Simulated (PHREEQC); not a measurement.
Dissolve 0.024 mol NiSO4, 0.039 mol H2SO4 and 0.037 mol NaCl per kg of water at 50 °C. Closed to the air; pH follows from the charge balance.

Model: ion-association model, wateq4f.dat, run in PHREEQC.

This is a speciation only: nothing precipitates in the calculation.

Question: What pH, ionic strength does the model give?

Answer: pH 1.50; ionic strength 0.143 mol/kgw.

Question: In which forms is Na present?

Answer: Na+ 97 %, NaSO4- 2.9 % of the Na.

Complexes and solids missing from the database can't appear. At this temperature some constants are extrapolated from 25 °C, and those without enthalpy data are left unchanged.
